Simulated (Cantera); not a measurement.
**Transport properties of process gases**

Gas mixture: 100 % C3H8, at 1.28 Torr, frozen composition.

Cantera's kinetic-theory transport with the Lennard-Jones parameters of GRI-Mech 3.0, ideal gas; thermal conductivity in the multicomponent form. The composition is frozen, though it would react at the higher temperatures.

```tsv
T (K)	ρ (kg/m³)	cp (J/kg/K)	μ (µPa s)	λ (mW/m/K)	Pr	D (cm²/s) N2	D (cm²/s) NH3	D (cm²/s) H2
400	0.00225	2134	10.9	30.6	0.758	115	119	462
650	0.00139	3083	16.5	67.1	0.759	271	301	1060
900	0.00100	3749	21.2	105	0.757	474	547	1820
1150	0.000784	4195	25.4	141	0.755	717	846	2750
1400	0.000644	4523	29.1	175	0.753	997	1190	3810
1650	0.000546	4780	32.6	207	0.751	1310	1580	5000
1900	0.000475	4978	35.8	238	0.749	1660	2010	6320
```
D: mixture-averaged diffusion coefficient of that species in the mixture.
